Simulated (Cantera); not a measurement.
Stirred combustor or abatement burner

A perfectly stirred reactor is fed with 6.07 % CH4, 1.15 % H2, 13.2 % O2, 79.5 % N2, equivalence ratio 0.96, at 4.54 atm; it is adiabatic with a 348 K inlet, and is followed from long to short residence time, starting on the burning branch (τ in s: 0.032, 0.016, 0.0084, 0.0044, 0.0022, 0.0012, 0.0006, 0.00031, 0.00016, 8.1e-05, 4.2e-05, 2.2e-05, 1.1e-05).

Computed with Cantera and GRI-Mech 3.0 (53 species, 325 reactions).

```tsv
τ (s)	T (K)	x CH4	x H2	x O2	x CO	x N2O	x C2H6	x NO2
0.032	1799	1.63e-5	0.000591	0.00594	0.00121	4.14e-7	2.80e-9	5.63e-8
0.016	1792	2.59e-5	0.000839	0.00632	0.00175	4.55e-7	5.80e-9	5.71e-8
0.0084	1784	4.03e-5	0.00115	0.00682	0.00243	4.71e-7	1.13e-8	5.65e-8
0.0044	1773	6.37e-5	0.00154	0.00749	0.00334	4.69e-7	2.22e-8	5.46e-8
0.0022	1757	0.000107	0.00207	0.00849	0.00466	4.52e-7	4.74e-8	5.09e-8
0.0012	1738	0.000173	0.00264	0.00971	0.00624	4.29e-7	9.96e-8	4.59e-8
0.00060	1706	0.000331	0.00345	0.0118	0.00892	3.95e-7	2.93e-7	3.77e-8
0.00031	348	0.0607	0.0115	0.132	<1e-12	<1e-12	<1e-12	<1e-12
0.00016	348	0.0607	0.0115	0.132	<1e-12	<1e-12	<1e-12	<1e-12
8.1e-5	348	0.0607	0.0115	0.132	<1e-12	<1e-12	<1e-12	<1e-12
4.2e-5	348	0.0607	0.0115	0.132	<1e-12	<1e-12	<1e-12	<1e-12
2.2e-5	348	0.0607	0.0115	0.132	<1e-12	<1e-12	<1e-12	<1e-12
1.1e-5	348	0.0607	0.0115	0.132	<1e-12	<1e-12	<1e-12	<1e-12
```
x: mole fraction; the columns are a selection and need not sum to one.
